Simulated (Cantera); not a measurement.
SiHCl₃ + HCl + N₂ (silicon epitaxy and polysilicon growth)

Feed: 1 mol SiHCl₃, 0.18 mol HCl, a varied amount of N₂, held at 1173.15 K and 1.33 mbar.

Equilibrium computed with Cantera from the NASA thermochemical tables; the gas is ideal and each condensed phase is pure. Candidate condensed phases: NH₄Cl, Si, Si₃N₄; 28 gas species. N₂ is the only nitrogen source here; it is nearly inert below about 1500 K, so the nitride shown seldom forms there in practice. The tables' values for SiCl₃ are old estimates; treat these amounts as uncertain. The numbers say what is thermodynamically allowed, not how fast it happens.

```json
[
 {"n(N₂) (mol)": "4.2", "x N₂": "0.703", "x HCl": "0.180", "x SiCl₄": "0.0931", "x H₂": "0.0162", "x SiCl₃": "0.00486", "x SiCl₂": "0.00250", "x SiHCl₃": "0.000196", "n Si₃N₄(s)": "0.147"},
 {"n(N₂) (mol)": "6.2", "x N₂": "0.781", "x HCl": "0.135", "x SiCl₄": "0.0674", "x H₂": "0.0104", "x SiCl₃": "0.00375", "x SiCl₂": "0.00206", "x SiHCl₃": "0.000121", "n Si₃N₄(s)": "0.148"},
 {"n(N₂) (mol)": "9.3", "x N₂": "0.844", "x HCl": "0.0979", "x SiCl₄": "0.0471", "x H₂": "0.00636", "x SiCl₃": "0.00283", "x SiCl₂": "0.00167", "x SiHCl₃": "7.13e-5", "n Si₃N₄(s)": "0.150"},
 {"n(N₂) (mol)": "14", "x N₂": "0.891", "x HCl": "0.0692", "x SiCl₄": "0.0321", "x H₂": "0.00378", "x SiCl₃": "0.00211", "x SiCl₂": "0.00136", "x SiHCl₃": "4.09e-5", "n Si₃N₄(s)": "0.151"},
 {"n(N₂) (mol)": "21", "x N₂": "0.925", "x HCl": "0.0483", "x SiCl₄": "0.0217", "x H₂": "0.00221", "x SiCl₃": "0.00156", "x SiCl₂": "0.00110", "x SiHCl₃": "2.32e-5", "n Si₃N₄(s)": "0.151"},
 {"n(N₂) (mol)": "30", "x N₂": "0.946", "x HCl": "0.0349", "x SiCl₄": "0.0153", "x H₂": "0.00136", "x SiCl₃": "0.00119", "x SiCl₂": "0.000918", "x SiHCl₃": "1.39e-5", "n Si₃N₄(s)": "0.152"},
 {"n(N₂) (mol)": "45", "x N₂": "0.964", "x HCl": "0.0239", "x SiCl₄": "0.0101", "x H₂": "0.000780", "x SiCl₃": "0.000875", "x SiCl₂": "0.000744", "x SiHCl₃": "7.73e-6", "n Si₃N₄(s)": "0.151"},
 {"n(N₂) (mol)": "67", "x N₂": "0.975", "x HCl": "0.0164", "x SiCl₄": "0.00675", "x H₂": "0.000447", "x SiCl₃": "0.000643", "x SiCl₂": "0.000604", "x SiHCl₃": "4.30e-6", "n Si₃N₄(s)": "0.151"},
 {"n(N₂) (mol)": "100", "x N₂": "0.983", "x HCl": "0.0111", "x SiCl₄": "0.00446", "x H₂": "0.000254", "x SiCl₃": "0.000471", "x SiCl₂": "0.000490", "x SiHCl₃": "2.37e-6", "n Si₃N₄(s)": "0.150"}
]
```
x: gas mole fraction; n: condensed amount in mol.

From 4.2 mol N₂ to 100 mol N₂ the condensed part is Si₃N₄(s). The main Si-bearing gas is SiCl₄ throughout. The share of Si in condensed phases is highest at 30 mol N₂ (45.5 %) and lowest at 4.2 mol N₂ (44.1 %).
